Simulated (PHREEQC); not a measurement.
Make-up at 25 °C: 0.036 mol/kgw HF, 0.0023 mol/kgw H2SiF6 and 0.032 mol/kgw HNO3. Closed to the air; pH follows from the charge balance.

The numbers come from PHREEQC with the ion-association model, wateq4f.dat.

- pH: 1.49
- ionic strength: 0.0398 mol/kgw
- total alkalinity: -81.8 meq/kg

```csv
species,molality,activity,log γ
H+,0.0374,0.0323,-0.064
NO3-,0.0320,0.0263,-0.085
HF,0.0302,0.0305,0.004
H2F2,0.00241,0.00243,0.004
SiF6-2,0.00230,0.00114,-0.306
F-,0.000762,0.000630,-0.083
HF2-,8.92e-5,7.38e-5,-0.083
H4SiO4,1.08e-8,1.10e-8,0.004
```

No solid was allowed to form. wateq4f.dat counts part of the HF as a dimer, H2F2, which phreeqc.dat doesn't know; its constant is uncertain. SiF6-2 is the database's only silicon fluoride.
